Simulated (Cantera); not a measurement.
A perfectly stirred reactor is fed with CH4 : H2O : H2 = 1 : 4.6 : 0.064 (molar parts), at 0.276 atm; it is held at 1625 K, and followed from long to short residence time.

Model: GRI-Mech 3.0 (53 species, 325 reactions), integrated in Cantera.

Q: What does this change do: temperature 1625 to 1550 K?

A: 
| quantity | before | after |
|---|---|---|
| x(CH4) at τ = 9.10 s | 0.0157 | 0.0309 |
| x(H2O) at τ = 9.10 s | 0.491 | 0.553 |
| x(H2) at τ = 9.10 s | 0.379 | 0.322 |
| x(C2H4) at τ = 9.10 s | 8.81e-5 | 0.000323 |
| x(C2H) at τ = 9.10 s | 5.98e-9 | 4.31e-9 |
| x(CH4) at τ = 41.0 ms | 0.112 | 0.151 |
| x(H2O) at τ = 41.0 ms | 0.762 | 0.795 |
| x(H2) at τ = 41.0 ms | 0.0963 | 0.0419 |
| x(C2H4) at τ = 41.0 ms | 0.00170 | 0.00198 |
| x(C2H) at τ = 41.0 ms | 2.36e-8 | 2.56e-9 |

Q: What does this change do: temperature 1625 to 1648 K?

A: 
| quantity | before | after |
|---|---|---|
| x(CH4) at τ = 9.10 s | 0.0157 | 0.0125 |
| x(H2O) at τ = 9.10 s | 0.491 | 0.479 |
| x(H2) at τ = 9.10 s | 0.379 | 0.391 |
| x(C2H4) at τ = 9.10 s | 8.81e-5 | 5.55e-5 |
| x(C2H) at τ = 9.10 s | 5.98e-9 | 6.06e-9 |
| x(CH4) at τ = 41.0 ms | 0.112 | 0.0990 |
| x(H2O) at τ = 41.0 ms | 0.762 | 0.748 |
| x(H2) at τ = 41.0 ms | 0.0963 | 0.117 |
| x(C2H4) at τ = 41.0 ms | 0.00170 | 0.00147 |
| x(C2H) at τ = 41.0 ms | 2.36e-8 | 3.99e-8 |
